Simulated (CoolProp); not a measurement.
Aqueous ammonia as a coolant, at -15 °C, 1 atm.

Values from CoolProp's Melinder's fits for secondary coolants.

| mass % | freezing point (°C) | viscosity (mPa s) | Prandtl number | cp (kJ/(kg K)) | density (kg/m³) |
|---|---|---|---|---|---|
| 11.5 | -16.2 | 3.62 | 33.4 | 4.246 | 959.7 |
| 15.8 | -25.1 | 3.74 | 36.2 | 4.251 | 947.7 |
| 20.2 | -37.1 | 3.85 | 39.2 | 4.255 | 936.3 |
| 24.6 | -53.7 | 3.81 | 40.4 | 4.259 | 925.5 |
| 29 | -77.4 | 3.83 | 42.0 | 4.267 | 914.9 |
